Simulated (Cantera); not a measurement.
Feed: 1 mol TEOS, 1.1 mol NO, 0.71 mol H2, held at 727 °C and 0.100 bar.

Cantera equilibrium calculation (NASA polynomials, part measured and part estimated; ideal gas, pure solids and liquids). Candidate condensed phases: C, C6H6, C7H8, C8H18, H2O, Si, SiC, SiO2, Si2N2O, Si3N4; 151 gas species. The feed counts by its element totals alone. Equilibrium is a limit: real reactors are often held back by kinetics, nucleation or transport.

Base state: H2 0.740, CO 0.208, N2 0.0388, H2O 0.00608, CH4 0.00522, CO2 0.00245 (mole fractions); condensed: C(graphite) + SiO2(β-quartz).

### Question
What changes in the equilibrium state with this change: H2 from 0.71 to 65 mol?

### Answer
```json
[
 {"species": "H2", "before": "0.740", "after": "0.945"},
 {"species": "CO", "before": "0.208", "after": "0.0382"},
 {"species": "CH4", "before": "0.00522", "after": "0.00852"},
 {"species": "N2", "before": "0.0388", "after": "0.00706"},
 {"species": "CO2", "before": "0.00245", "after": "8.29e-5"},
 {"species": "H2O", "before": "0.00608", "after": "0.00143"},
 {"species": "C(graphite), mol", "before": "4.95", "after": "4.35"},
 {"species": "SiO2(β-quartz), mol", "before": "1.00", "after": "1.00"}
]
```
